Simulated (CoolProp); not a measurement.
Computed with CoolProp (reference Helmholtz-energy equation of state, Thol 2016).

For hexamethyldisiloxane (MM), give the phase and the Z, Joule-Thomson coefficient (K/MPa), fugacity coefficient at 318.5 K and 101 kPa; 336.8 K and 101 kPa; 355.2 K and 101 kPa.


- 318.5 K and 101 kPa: liquid; Z 0.00839, Joule-Thomson coefficient -0.369, fugacity coefficient 0.142
- 336.8 K and 101 kPa: liquid; Z 0.00816, Joule-Thomson coefficient -0.331, fugacity coefficient 0.292
- 355.2 K and 101 kPa: liquid; Z 0.00797, Joule-Thomson coefficient -0.284, fugacity coefficient 0.546
